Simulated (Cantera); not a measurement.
# Premixed flame

A freely propagating, adiabatic, planar premixed flame of 23.2 % H2, 14.0 % O2, 62.8 % N2, equivalence ratio 0.83, unburnt at 300 K and 0.132 atm; mixture-averaged transport, grid criteria slope 0.08 and curve 0.16, no radiation.

Detailed kinetics in Cantera: the H2/O2 subset of GRI-Mech 3.0, which has no nitrogen chemistry. Burning velocities carry a grid error of a few per cent, more on coarse grids.

```csv
z (mm),T (K),u (m/s),x H2,x O2,x H2O2,x H,x H2O,x HO2
-15.0,300,1.35,0.232,0.140,<1e-8,<1e-8,<1e-8,<1e-8
-9.99,300,1.35,0.232,0.140,<1e-8,<1e-8,<1e-8,<1e-8
-7.49,300,1.35,0.232,0.140,<1e-8,<1e-8,<1e-8,<1e-8
-4.99,300,1.35,0.232,0.140,<1e-8,<1e-8,5.17e-8,<1e-8
-2.50,307,1.37,0.227,0.140,3.30e-6,7.44e-7,0.000124,2.11e-5
-1.25,536,2.34,0.192,0.137,3.75e-5,0.00274,0.0172,7.13e-5
0,946,4.00,0.111,0.108,7.99e-7,0.0237,0.0862,2.08e-5
1.25,1223,5.12,0.0404,0.0599,9.48e-7,0.0413,0.171,9.26e-6
2.50,1357,5.66,0.0244,0.0449,8.77e-7,0.0393,0.197,6.00e-6
4.99,1493,6.18,0.0223,0.0402,5.71e-7,0.0299,0.207,4.41e-6
9.99,1628,6.68,0.0203,0.0368,3.01e-7,0.0203,0.216,3.30e-6
20.0,1754,7.14,0.0167,0.0337,1.55e-7,0.0121,0.227,2.40e-6
39.9,1862,7.51,0.0121,0.0310,8.65e-8,0.00617,0.237,1.66e-6
```
x: mole fraction of selected species; z is measured from the peak of heat release.

| Item | Result |
|---|---|
| laminar burning velocity | 135 cm/s |
| thermal thickness | 4.99 mm |
| peak x(H2O2) | 4.52e-5 |
| peak x(H) | 0.0419 |
| peak x(HO2) | 0.000123 |
| grid points | 125 |
